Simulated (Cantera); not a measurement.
What does this Cantera script print?

```python
import numpy as np
import cantera as ct

gas_names = """
    C CH CH2 CH3 CH2OH CH3O CH4 CH3OH CN CO CO2 COOH C2 C2H CHCO,ketyl C2H2,acetylene C2H2,vinylidene
    CH2CO,ketene C2H3,vinyl CH3CN CH3CO,acetyl C2H4 C2H4O,ethylen CH3CHO,ethanal CH3COOH (HCOOH)2 C2H5
    C2H6 CH3OCH3 C2H5OH CCN CNC C2N2 C2O C3 C3H3,propargyl C3H4,allene C3H4,propyne C3H4,cyclo-
    C3H5,allyl C3H6,propylene C3H6,cyclo- C3H6O C3H7,n-propyl C3H7,i-propyl C3H8 C3H8O,1propanol
    C3H8O,2propanol C3O2 C4 C4H2 C4H4,1,3-cyclo- C4H6,butadiene C4H6,2-butyne C4H6,cyclo- C4H8,1-butene
    C4H8,cis2-buten C4H8,tr2-butene C4H8,isobutene C4H8,cyclo- (CH3COOH)2 C4H9,n-butyl C4H9,i-butyl
    C4H9,s-butyl C4H9,t-butyl C4H10,isobutane C4H10,n-butane C4N2 C5 C5H6,1,3cyclo- C5H8,cyclo-
    C5H10,1-pentene C5H10,cyclo- C5H11,pentyl C5H11,t-pentyl C5H12,n-pentane C5H12,i-pentane
    CH3C(CH3)2CH3 C6H2 C6H5,phenyl C6H5O,phenoxy C6H6 C6H5OH,phenol C6H10,cyclo- C6H12,1-hexene
    C6H12,cyclo- C6H13,n-hexyl C7H7,benzyl C7H8 C7H8O,cresol C7H14,1-heptene C7H15,n-heptyl
    C7H16,n-heptane C8H8,styrene C8H10,ethylbenz C8H16,1-octene C8H17,n-octyl C8H18,isooctane
    C8H18,n-octane C9H19,n-nonyl C10H8,naphthale C10H21,n-decyl C12H9,o-bipheny C12H10,bipheny H HCN HCO
    HCCN HNC HNCO HNO HNO2 HNO3 HO2 H2 HCHO,formaldehy HCOOH H2O H2O2 N NCO NH NH2 NH3 NH2OH NO NO2 NO3
    N2 N2H2 N2H4 N2O O OH O2 O3 Si SiC SiC2 SiC4H12 SiH SiH2 SiH3 SiH4 SiN SiO SiO2 Si2 Si2C Si2N Si3
""".split()
cond_names = """
    C(gr) C6H6(L) C7H8(L) C8H18(L),n-octa H2O(s) H2O(L) Si(cr) Si(L) SiC(b) SiO2(Lqz) SiO2(hqz) SiO2(L)
    Si2N2O(s) Si3N4(a)
""".split()


def load(file, names, dense=False):
    # The tables refer to 1 bar. Condensed volumes are neglected.
    table = {s.name: s for s in ct.Species.list_from_file(file)}
    out = []
    for n in names:
        d = dict(table[n].input_data)
        d["thermo"] = dict(d["thermo"], **{"reference-pressure": 1e5})
        if dense:
            d["equation-of-state"] = {"model": "constant-volume", "density": "1e6 g/cm^3"}
        out.append(ct.Species.from_dict(d))
    return out


gas = ct.Solution(thermo="ideal-gas", species=load("nasa_gas.yaml", gas_names))
cond = {s.name: ct.Solution(thermo="fixed-stoichiometry", species=[s], name=s.name)
        for s in load("nasa_condensed.yaml", cond_names, dense=True)}
atoms = {
    'SiC': {'Si': 1, 'C': 1},
    'CO2': {'C': 1, 'O': 2},
    'H2': {'H': 2},
    'N2O': {'N': 2, 'O': 1},
}
top_T = {'C(gr)': 4500, 'SiC(b)': 3050, 'Si2N2O(s)': 2100, 'Si3N4(a)': 2400}  # K; cautious upper limits of use, not melting points


def equilibrate(T, P, feed):
    n = {}
    for name, mol in feed.items():
        for a, k in atoms[name].items():
            n[a] = n.get(a, 0.0) + k * mol
    gas.TPX = T, P, n
    mass = sum(n.values()) * gas.mean_molecular_weight
    gas.equilibrate("TP")
    valid = [c for c in cond.values() if c.min_temp <= T <= top_T.get(c.name, c.max_temp)]
    mix = ct.Mixture([(gas, mass / gas.mean_molecular_weight)] + [(c, 0.0) for c in valid])
    mix.T, mix.P = T, P
    mix.equilibrate("TP", solver="vcs", rtol=1e-11, max_steps=5000)
    return mix


results = []
feed = {'SiC': 1, 'CO2': 0.13, 'H2': 360, 'N2O': 1.5}  # mol
P = 0.1  # Pa
for T in [1248, 1298, 1348, 1398, 1448, 1498, 1548, 1598, 1648, 1698, 1748]:
    mix = equilibrate(T, P, feed)
    results.append((T, P, feed, dict(zip(mix.species_names, mix.species_moles))))

top = {s: max(r[3][s] / sum(r[3][g] for g in gas_names) for r in results) for s in gas_names}
cols = sorted((s for s in top if top[s] > 0.001), key=lambda s: -top[s])[:7]
seen = [c for c in cond_names if any(r[3].get(c, 0) > 1e-12 for r in results)]
print("log10 of partial pressures in bar; condensed amounts in mol")
print(f"{'T/K':>10s}" + "".join(f"{s[:9]:>10s}" for s in cols + seen))
for T, P, feed, n in results:
    ng = sum(n[g] for g in gas_names)
    print(f"{T:10.4g}" + "".join(f"{np.log10(max(n[s] / ng * P / 1e5, 1e-99)):10.3f}" for s in cols)
          + "".join(f"{n.get(c, 0):10.4g}" for c in seen))
```

It prints:

```
log10 of partial pressures in bar; condensed amounts in mol
       T/K        H2         H        N2        CO       SiO    SiC(b)
      1248    -6.004    -9.333    -8.384    -8.585    -8.649    0.1848
      1298    -6.004    -8.972    -8.384    -8.585    -8.650    0.1842
      1348    -6.005    -8.638    -8.385    -8.584    -8.652     0.181
      1398    -6.006    -8.328    -8.385    -8.578    -8.659    0.1672
      1448    -6.008    -8.039    -8.386    -8.557    -8.689    0.1157
      1498    -6.012    -7.771    -8.388    -8.512    -8.764         0
      1548    -6.018    -7.520    -8.391    -8.514    -8.768         0
      1598    -6.027    -7.288    -8.396    -8.519    -8.772         0
      1648    -6.043    -7.072    -8.403    -8.526    -8.780         0
      1698    -6.067    -6.873    -8.415    -8.538    -8.791         0
      1748    -6.103    -6.693    -8.431    -8.554    -8.808         0
```

These are equilibrium values from Cantera (NASA tables, ideal gas, pure condensed phases), not measurements of a reactor.
